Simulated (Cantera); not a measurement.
Input: 1 mol MgO, 2.1 mol CO, 3.3 mol H2, 5.1 mol CH4, at 1300 K and 3.30 Torr.

Cantera equilibrium calculation (NASA polynomials, part measured and part estimated; ideal gas, pure solids and liquids). Candidate condensed phases: C, C6H6, C7H8, C8H18, H2O, Mg, MgCO3, MgO, Mg(OH)2; 116 gas species. Rates play no part.

Base state: H2 0.865, CO 0.135, Mg 0.000105, CH4 2.59e-5, H 1.55e-5 (mole fractions); condensed: C(graphite) + MgO(s).

Q: What changes in the equilibrium state with this change: temperature from 1300 K to 1848.15 K?

A: 
```
species             before     after
----------------  --------  --------
H2                   0.865     0.761
CO                   0.135     0.176
Mg                0.000105    0.0566
MgH                5.23e-8   4.60e-5
H                  1.55e-5   0.00698
C2H2 (acetylene)   4.98e-7  0.000196
C(graphite), mol      5.10      4.09
MgO(s), mol          0.998         0
```
The tables' values for MgH are old estimates; treat these amounts as uncertain.
